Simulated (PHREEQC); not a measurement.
Synthetic water in mg/kgw, 35 °C, pH 3.91, pe 11.3:

```
constituent  mg/kgw
-----------  ------
Na             43.4
K               236
Ca              118
Mg             53.4
Cl             99.7
S(6) as SO4     756
F             0.146
Al            0.698
B            0.0316
Br             13.6
Cd             5.84
Li            0.615
```

Valence states are taken as typed.

All values are PHREEQC results (ion-association model, phreeqc.dat), not measurements.

No solid was allowed to form.

**Question.** Order these Cd species by the share of Cd that they hold, largest first: CdBr+, Cd+2, CdCl+, Cd(SO4)2-2, CdSO4.

**Answer.** Cd+2 (57 %), CdSO4 (31 %), CdCl+ (8.6 %), Cd(SO4)2-2 (2.0 %), CdBr+ (0.74 %)

The pH is 3.91 and the ionic strength 0.0249 mol/kgw. Real BF4- forms and hydrolyses slowly; the run takes it at equilibrium. Fluoro complexes past AlF4- and FeF3 are missing from the database.
